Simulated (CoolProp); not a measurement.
Vapour-liquid equilibrium of R141b (1) + n-pentane (2) at 0.0138 MPa; x and y are mole fractions of (1).

The numbers come from the multi-fluid Helmholtz-energy mixture model, Lemmon 2006 and Thol 2019; pair parameters Bell 2016 in CoolProp.

Q: Give the bubble temperature and the first vapour's composition at x = 0.275, 0.425, 0.65. Is there an azeotrope?

A: x = 0.275: 257.9 K, y = 0.354; x = 0.425: 257.3 K, y = 0.471; x = 0.65: 257.1 K, y = 0.637. y crosses x between x = 0.575 and 0.65: the model has an azeotrope there.

Pair parameters are fitted to limited data, so mixtures are less certain than the pure fluids.
